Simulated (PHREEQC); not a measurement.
Consider water at 25 °C with 0.0175 mol/kgw Cu(BF4)2, 0.000105 mol/kgw HBF4 and 0.0235 mol/kgw H3BO3. Closed to the air; pH follows from the charge balance.

Equilibrium calculation in PHREEQC: ion-association model, phreeqc.dat.

* **pH**: 2.69
* **ionic strength**: 0.0546 mol/kgw
* **total alkalinity**: -105 meq/kg

```tsv
species	molality	activity	log γ
BF4-	0.0301	0.0246	-0.088
H3BO3	0.0225	0.0228	0.005
Cu+2	0.0173	0.00818	-0.326
BF3OH-	0.00401	0.00327	-0.088
HF	0.00273	0.00276	0.005
H+	0.00240	0.00204	-0.070
BF2(OH)2-	0.00198	0.00162	-0.088
```

Precipitation was switched off in this run. Species that the database lacks are ignored. Real BF4- forms and hydrolyses slowly; the run takes it at equilibrium.
